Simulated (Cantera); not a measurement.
**MgCO3 + SO2 + CO2 (roasting and sulfation)**

Feed: 1 mol MgCO3, 2.2 mol SO2, 0.11 mol CO2, held at 0.580 bar.

Method: chemical equilibrium by Gibbs-energy minimisation in Cantera with the NASA 1993 tables (ideal gas, pure condensed phases). Candidate condensed phases: C, Mg, MgCO3, MgO, MgS, MgSO4, S; 26 gas species. Gases not in the tables: S3 to S7. The numbers say what is thermodynamically allowed, not how fast it happens.

```
T (°C)  x SO2  x CO2      x S2      x S8     x S2O     x COS  n MgSO4(s)  n MgO(s)
------  -----  -----  --------  --------  --------  --------  ----------  --------
377     0.372  0.590   0.00518    0.0318  0.000776   7.14e-5        1.00         0
477     0.357  0.568    0.0531    0.0179   0.00393  0.000525        1.00         0
577     0.661  0.337   0.00107  1.67e-12  0.000267   1.52e-5      0.0170     0.983
677     0.665  0.335   8.90e-9    <1e-12   3.89e-8   2.75e-9           0     1.000
777     0.665  0.335  4.48e-10    <1e-12   3.95e-9  3.35e-10           0      1.00
877     0.665  0.335  3.07e-10    <1e-12   2.86e-9  2.84e-10           0      1.00
977     0.665  0.335  2.29e-10    <1e-12   2.23e-9  2.52e-10           0      1.00
1077    0.665  0.335  2.05e-10    <1e-12   1.99e-9  2.52e-10           0      1.00
1177    0.664  0.335  2.93e-10    <1e-12   2.54e-9  3.55e-10           0      1.00
```
x: gas mole fraction; n: condensed amount in mol.

From 377 °C to 477 °C the condensed part is MgSO4(s). At 577 °C the condensed part is MgO(s) + MgSO4(s). From 677 °C to 1177 °C the condensed part is MgO(s).
